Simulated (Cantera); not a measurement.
Equilibrium for nitride etching: Si3N4 + NF3 + N2 + HCl

Input: 1 mol Si3N4, 7.8 mol NF3, 0.36 mol N2, a varied amount of HCl, equilibrated at 475 °C and 10000 Pa.

These are equilibrium values from Cantera (NASA tables, ideal gas, pure condensed phases), not measurements of a reactor. Candidate condensed phases: NH4Cl, Si, Si3N4; 49 gas species. The numbers say what is thermodynamically allowed, not how fast it happens.

From 1.4 mol HCl to 56 mol HCl nothing is condensed. The main Si-bearing gas is SiF4 throughout.

| n(HCl) (mol) | x HCl | x HF | x N2 | x ClF | x SiF4 | x Cl2 | x NF3 | x F2 |
|---|---|---|---|---|---|---|---|---|
| 1.4 | <1e-12 | 0.0971 | 0.367 | 0.0951 | 0.208 | 2.87e-9 | 0.135 | 0.0924 |
| 2.2 | <1e-12 | 0.141 | 0.352 | 0.138 | 0.192 | 7.47e-9 | 0.0966 | 0.0750 |
| 3.5 | <1e-12 | 0.199 | 0.332 | 0.197 | 0.171 | 2.34e-8 | 0.0487 | 0.0485 |
| 5.5 | <1e-12 | 0.269 | 0.306 | 0.269 | 0.147 | 3.56e-7 | 0.00201 | 0.00596 |
| 8.8 | 9.24e-10 | 0.370 | 0.263 | 0.109 | 0.126 | 0.130 | <1e-12 | 2.69e-9 |
| 14 | 0.0898 | 0.394 | 0.216 | 1.81e-9 | 0.104 | 0.197 | <1e-12 | <1e-12 |
| 22 | 0.287 | 0.308 | 0.169 | 3.47e-10 | 0.0812 | 0.154 | <1e-12 | <1e-12 |
| 35 | 0.472 | 0.228 | 0.125 | 1.15e-10 | 0.0600 | 0.114 | <1e-12 | <1e-12 |
| 56 | 0.629 | 0.161 | 0.0882 | 4.30e-11 | 0.0423 | 0.0803 | <1e-12 | <1e-12 |
x: gas mole fraction; nothing condenses.
